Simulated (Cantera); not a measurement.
Input (Python, Cantera):

```python
import numpy as np
import cantera as ct

gas = ct.Solution("gri30.yaml", transport_model="multicomponent")
show = ['H2O', 'H', 'OH']

rows = []
print(f"{'T/K':>7s}{'rho':>11s}{'cp':>10s}{'mu':>11s}{'lambda':>11s}{'Pr':>7s}" + "".join(f"{'D_' + s:>11s}" for s in show))
for T in [400, 550, 700, 850, 1000, 1150]:
    gas.TPX = T, 500000, {'C2H6': 0.77, 'C3H8': 0.11, 'CO2': 0.52}
    Pr = gas.cp_mass * gas.viscosity / gas.thermal_conductivity
    D = [gas.mix_diff_coeffs_mole[gas.species_index(s)] for s in show]
    rows.append([gas.density, gas.cp_mass, gas.viscosity, gas.thermal_conductivity, Pr, *D])
    print(f"{T:7g}{gas.density:11.4e}{gas.cp_mass:10.1f}{gas.viscosity:11.4e}"
          f"{gas.thermal_conductivity:11.4e}{Pr:7.3f}" + "".join(f"{d:11.4e}" for d in D))
print("SI units: kg/m3, J/kg/K, Pa s, W/m/K, m2/s")
```

Output:

```
    T/K        rho        cp         mu     lambda     Pr      D_H2O        D_H       D_OH
    400 5.4648e+00    1610.9 1.4801e-05 3.1109e-02  0.766 5.3844e-06 2.9803e-05 7.7138e-06
    550 3.9744e+00    1998.6 1.9499e-05 5.0777e-02  0.767 1.0036e-05 5.2919e-05 1.3485e-05
    700 3.1227e+00    2320.4 2.3654e-05 7.1515e-02  0.767 1.5853e-05 8.0836e-05 2.0413e-05
    850 2.5717e+00    2571.2 2.7412e-05 9.1904e-02  0.767 2.2699e-05 1.1308e-04 2.8392e-05
   1000 2.1859e+00    2788.8 3.0870e-05 1.1238e-01  0.766 3.0479e-05 1.4931e-04 3.7347e-05
   1150 1.9008e+00    2956.7 3.4092e-05 1.3177e-01  0.765 3.9117e-05 1.8928e-04 4.7221e-05
SI units: kg/m3, J/kg/K, Pa s, W/m/K, m2/s
```

Model: GRI-Mech 3.0 (53 species, 325 reactions), integrated in Cantera. The composition is frozen, though it would react at the higher temperatures.
